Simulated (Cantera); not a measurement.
A closed system holds: 1 mol SiC, a varied amount of O2, 61 mol H2, held at 1500 K and 0.0113 Torr.

Cantera equilibrium calculation (NASA polynomials, part measured and part estimated; ideal gas, pure solids and liquids). Candidate condensed phases: C, C6H6, C7H8, C8H18, H2O, Si, SiC, SiO2; 123 gas species. The numbers say what is thermodynamically allowed, not how fast it happens.

log p: log10 of the partial pressure in bar; n: condensed amount in mol.

| n(O2) (mol) | log p H2 | log p CO | log p SiO | log p H | log p Si | log p SiH | log p H2O | n SiC(s) |
|---|---|---|---|---|---|---|---|---|
| 0.23 | -4.83 | -7.25 | -7.26 | -7.17 | -8.77 | -10.68 | -13.49 | [?] |
| 0.35 | -4.83 | -7.07 | -7.08 | -7.17 | -8.77 | -10.67 | -13.31 | [?] |
| 0.46 | -4.83 | -6.95 | -6.96 | -7.17 | -8.76 | -10.67 | -13.20 | [?] |
| 0.58 | -4.83 | -6.85 | -6.86 | -7.17 | -8.76 | -10.67 | -13.10 | [?] |
| 0.7 | -4.84 | -6.77 | -6.78 | -7.17 | -8.76 | -10.68 | -13.02 | [?] |
| 0.81 | -4.84 | -6.71 | -6.72 | -7.17 | -8.76 | -10.68 | -12.96 | [?] |
| 0.93 | -4.84 | -6.65 | -6.66 | -7.17 | -8.76 | -10.68 | -12.91 | [?] |
| 1 | -4.84 | -6.62 | -6.62 | -7.17 | -10.82 | -12.73 | -10.82 | [?] |

Q: What belongs in the gaps?

A: 
- 0.23, n SiC(s): 0.766
- 0.35, n SiC(s): 0.646
- 0.46, n SiC(s): 0.536
- 0.58, n SiC(s): 0.416
- 0.7, n SiC(s): 0.296
- 0.81, n SiC(s): 0.186
- 0.93, n SiC(s): 0.0663
- 1, n SiC(s): 0
